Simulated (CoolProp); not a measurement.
Properties of CH3F (R41) at several states.

The numbers come from the reference Helmholtz-energy equation of state, Lemmon 2006 in CoolProp. It is a short technical equation, of lower accuracy than the large ones.

```csv
T (K),p (kPa),phase,cp (kJ/(kg K)),cv (kJ/(kg K)),expansivity (1/kK)
407.7,198,gas,1.324,1.072,2.502
416.2,3420,gas,1.519,1.136,3.306
364.8,39.3,gas,1.227,0.9807,2.756
```
